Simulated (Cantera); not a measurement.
A Cantera script and what it prints.

```python
import numpy as np
import cantera as ct

gas_names = [...]  # 123 gases of nasa_gas.yaml made of C, H, O, Si
cond_names = """
    C(gr) C6H6(L) C7H8(L) C8H18(L),n-octa H2O(s) H2O(L) Si(cr) Si(L) SiC(b) SiO2(Lqz) SiO2(hqz) SiO2(L)
""".split()


# ... load() reads the species with a 1 bar reference pressure and builds the phases ...
atoms = {
    'HMDSO': {'Si': 2, 'C': 6, 'H': 18, 'O': 1},
    'CO2': {'C': 1, 'O': 2},
    'H2': {'H': 2},
    'O2': {'O': 2},
}
top_T = {'C(gr)': 4500, 'SiC(b)': 3050}  # K; cautious upper limits of use, not melting points


# ... equilibrate(T, P, feed) seeds the gas with the atoms and calls Mixture.equilibrate('TP', solver="vcs", rtol=1e-11, max_steps=5000) ...
results = []
T = 1823.15  # K
P = 1333.22  # Pa
for m in [0.092, 0.16, 0.28, 0.49, 0.86, 1.5, 2.6, 4.6, 8, 14, 24]:
    feed = {'HMDSO': 1, 'CO2': 0.14, 'H2': 0.79, 'O2': m}  # mol
    mix = equilibrate(T, P, feed)
    results.append((T, P, feed, dict(zip(mix.species_names, mix.species_moles))))
    x = sorted(zip(gas.X, gas.species_names), reverse=True)
    print(f"T = {T:g} K  P = {P:g} Pa  n(O2) = {m:g} mol  gas = {mix.phase_moles(0):.4g} mol")
    print("   x: " + "  ".join(f"{s} {v:.3e}" for v, s in x if v > 0.001))
    print("   condensed (mol): " + ("  ".join(f"{mix.phase(i).name} {mix.phase_moles(i):.4g}"
          for i in range(1, mix.n_phases) if mix.phase_moles(i) > 1e-12) or "none"))
```

Result:

```
T = 1823.15 K  P = 1333.22 Pa  n(O2) = 0.092 mol  gas = 11.27 mol
   x: H2 8.664e-01  CO 1.291e-01  H 3.497e-03
   condensed (mol): C(gr) 2.689  SiC(b) 1.991
T = 1823.15 K  P = 1333.22 Pa  n(O2) = 0.16 mol  gas = 11.41 mol
   x: H2 8.561e-01  CO 1.394e-01  H 3.476e-03
   condensed (mol): C(gr) 2.555  SiC(b) 1.99
T = 1823.15 K  P = 1333.22 Pa  n(O2) = 0.28 mol  gas = 11.65 mol
   x: H2 8.384e-01  CO 1.570e-01  H 3.440e-03
   condensed (mol): C(gr) 2.318  SiC(b) 1.989
T = 1823.15 K  P = 1333.22 Pa  n(O2) = 0.49 mol  gas = 12.07 mol
   x: H2 8.092e-01  CO 1.861e-01  H 3.380e-03  SiO 1.104e-03
   condensed (mol): C(gr) 1.903  SiC(b) 1.987
T = 1823.15 K  P = 1333.22 Pa  n(O2) = 0.86 mol  gas = 12.81 mol
   x: H2 7.624e-01  CO 2.328e-01  H 3.280e-03  SiO 1.381e-03
   condensed (mol): C(gr) 1.171  SiC(b) 1.982
T = 1823.15 K  P = 1333.22 Pa  n(O2) = 1.5 mol  gas = 14.09 mol
   x: H2 6.931e-01  CO 2.987e-01  SiO 5.011e-03  H 3.128e-03
   condensed (mol): SiC(b) 1.929
T = 1823.15 K  P = 1333.22 Pa  n(O2) = 2.6 mol  gas = 16.29 mol
   x: H2 5.993e-01  CO 3.259e-01  SiO 7.177e-02  H 2.908e-03
   condensed (mol): SiC(b) 0.8294
T = 1823.15 K  P = 1333.22 Pa  n(O2) = 4.6 mol  gas = 16.06 mol
   x: H2 5.847e-01  CO 3.785e-01  H2O 2.362e-02  SiO 6.360e-03  CO2 3.909e-03  H 2.873e-03
   condensed (mol): SiO2(L) 1.898
T = 1823.15 K  P = 1333.22 Pa  n(O2) = 8 mol  gas = 15.95 mol
   x: H2O 3.499e-01  CO 2.872e-01  H2 2.628e-01  CO2 9.775e-02  H 1.926e-03
   condensed (mol): SiO2(L) 1.997
T = 1823.15 K  P = 1333.22 Pa  n(O2) = 14 mol  gas = 17.59 mol
   x: H2O 5.532e-01  CO2 3.464e-01  O2 9.177e-02  OH 4.456e-03  CO 2.582e-03  H2 1.054e-03
   condensed (mol): SiO2(L) 2
T = 1823.15 K  P = 1333.22 Pa  n(O2) = 24 mol  gas = 27.6 mol
   x: O2 4.193e-01  H2O 3.518e-01  CO2 2.217e-01  OH 5.196e-03
   condensed (mol): SiO2(L) 2
```

Method: chemical equilibrium by Gibbs-energy minimisation in Cantera with the NASA 1993 tables (ideal gas, pure condensed phases). The feed counts by its element totals alone. The tables hold silica as quartz up to 1696 K and as liquid above; real silica turns to tridymite and cristobalite and melts near 1996 K.
